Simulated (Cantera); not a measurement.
Charge: 1 mol K2CO3, 3.8 mol CO2, 0.035 mol H2.

Equilibrium computed with Cantera from the NASA thermochemical tables; the gas is ideal and each condensed phase is pure. Candidate condensed phases: C, C6H6, C7H8, C8H18, H2O, K, KOH, KO2, K2CO3, K2O, K2O2; 116 gas species. The numbers say what is thermodynamically allowed, not how fast it happens.

Question: What condenses at these points (T in K, P in Pa): (1475, 68); (1775, 460); (1375, 22000); (1475, 3200); (975, 68)?

Answer: 
| T (K) | P in Pa | condensed phases | K condensed (%) |
|---|---|---|---|
| 1475 | 68 | gas only | 0.0 |
| 1775 | 460 | gas only | 0.0 |
| 1375 | 22000 | K2CO3 | 98.9 |
| 1475 | 3200 | K2CO3 | 92.2 |
| 975 | 68 | K2CO3 | 99.9 |
